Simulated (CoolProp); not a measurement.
A closed Brayton cycle with nitrogen: compressor inlet 306.15 K and 3.9 MPa, high pressure 13.6 MPa, turbine inlet 755 K, compressor efficiency 0.8, turbine efficiency 0.93, recuperator effectiveness 0.95 (on enthalpy, no pinch check). Each further row changes one setting.

Model: reference Helmholtz-energy equation of state, Span 2000, in CoolProp.

| case | thermal efficiency (%) | net work (kJ/kg) | compressor to turbine work | compressor exit (K) | turbine exit (K) |
|---|---|---|---|---|---|
| as stated | 22.4 | 52.7 | 0.77 | 471.6 | 551.0 |
| turbine inlet 705 K | 17.1 | 37.4 | 0.82 | 471.6 | 512.9 |
| compressor inlet 316.15 K | 20.0 | 46.7 | 0.80 | 486.8 | 551.0 |
| high pressure 11.6 MPa | 25.3 | 54.0 | 0.73 | 447.1 | 573.8 |
| recuperator effectiveness 0.5 | 19.2 | 52.7 | 0.77 | 471.6 | 551.0 |
